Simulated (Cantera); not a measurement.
Feed: 1 mol Cu, 4.6 mol F2, 0.67 mol H2, at 63.8 Torr.

Equilibrium computed with Cantera from the NASA thermochemical tables; the gas is ideal and each condensed phase is pure. Candidate condensed phases: Cu, CuF2; 15 gas species. The numbers say what is thermodynamically allowed, not how fast it happens.

Problem. Which condensed phases are stable at each of these points (T (K)): 798, 848, 898, 948, 998, 1048, 1098, 1148, 1198?

Solution. 
```csv
T (K),condensed phases,Cu condensed (%)
798,CuF2(s),100.0
848,CuF2(s),100.0
898,CuF2(s),100.0
948,CuF2(s),100.0
998,CuF2(s),99.9
1048,CuF2(s),99.7
1098,CuF2(s),98.8
1148,CuF2(l),96.7
1198,CuF2(l),91.7
```

From 798 K to 1098 K the condensed part is CuF2(s). From 1148 K to 1198 K the condensed part is CuF2(l).
